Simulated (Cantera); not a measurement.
An isothermal, constant-pressure homogeneous reactor starts with CO : O2 : H2O : N2 = 0.017 : 0.02 : 0.0066 : 1 (molar parts), equivalence ratio 0.43, at 1125 K and 7500 Torr.

Detailed kinetics in Cantera: GRI-Mech 3.0 (53 species, 325 reactions).

One state of this run: x CO = 0.0159; x O2 = 0.0190; x H2O = 0.00632; x HO2 = 5.54e-6; x H2 = 3.19e-6; x NO = 7.89e-12. x: mole fraction; the columns are a selection and need not sum to one.

Task: Which value of t (s) does it belong to?
(A) 0.000100
(B) 0.433
(C) 10.0
(D) 0.00658

Result: D, 0.00658
